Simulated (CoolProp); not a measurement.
A closed Brayton cycle with nitrogen: compressor inlet 316.15 K and 6.2 MPa, high pressure 20.2 MPa, turbine inlet 830 K, compressor efficiency 0.89, turbine efficiency 0.93, recuperator effectiveness 0.9 (on enthalpy, no pinch check). Each further row changes one setting.

The numbers come from the reference Helmholtz-energy equation of state, Span 2000 in CoolProp.

```json
[
 {"case": "as stated", "thermal efficiency (%)": "33.3", "net work (kJ/kg)": "88.2", "compressor to turbine work": "0.64", "compressor exit (K)": "461.1", "turbine exit (K)": "619.0"},
 {"case": "turbine inlet 780 K", "thermal efficiency (%)": "29.9", "net work (kJ/kg)": "73.5", "compressor to turbine work": "0.68", "compressor exit (K)": "461.1", "turbine exit (K)": "579.9"},
 {"case": "compressor inlet 326.15 K", "thermal efficiency (%)": "31.7", "net work (kJ/kg)": "…", "compressor to turbine work": "0.66", "compressor exit (K)": "475.4", "turbine exit (K)": "619.0"},
 {"case": "high pressure 17.2 MPa", "thermal efficiency (%)": "34.8", "net work (kJ/kg)": "…", "compressor to turbine work": "…", "compressor exit (K)": "438.4", "turbine exit (K)": "644.5"},
 {"case": "recuperator effectiveness 0.5", "thermal efficiency (%)": "26.5", "net work (kJ/kg)": "88.2", "compressor to turbine work": "0.64", "compressor exit (K)": "461.1", "turbine exit (K)": "619.0"}
]
```

Task: Some entries are withheld; supply them.

Result: 
- compressor inlet 326.15 K, net work (kJ/kg): 83.0
- high pressure 17.2 MPa, net work (kJ/kg): 83.8
- high pressure 17.2 MPa, compressor to turbine work: 0.61
